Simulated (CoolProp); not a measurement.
Properties of m-xylene along the isotherm 319 K (Tc = 616.9 K, pc = 3.535 MPa, ω = 0.326).

Computed with CoolProp (reference Helmholtz-energy equation of state, Zhou 2012).

```tsv
p (MPa)	phase	speed of sound (m/s)	isothermal compressibility (1/MPa)	expansivity (1/kK)	viscosity (µPa s)	fugacity coefficient
0.147	liquid	1238	0.001004	1.039	465	0.02322
0.295	liquid	1239	0.001003	1.038	466	0.01165
0.442	liquid	1240	0.001001	1.037	466	0.007831
0.589	liquid	1241	0.0009994	1.036	467	0.005918
0.736	liquid	1242	0.0009977	1.035	467	0.004769
0.884	liquid	1243	0.0009961	1.034	468	0.003999
1.03	liquid	1244	0.0009944	1.033	468	0.003456
1.18	liquid	1245	0.0009927	1.032	469	0.003038
1.33	liquid	1245	0.0009911	1.031	470	0.002715
1.47	liquid	1246	0.0009895	1.030	470	0.002472
1.62	liquid	1247	0.0009878	1.029	471	0.002260
1.77	liquid	1248	0.0009862	1.027	471	0.002083
```

Viscosity comes from a separate model (Cao 2016).
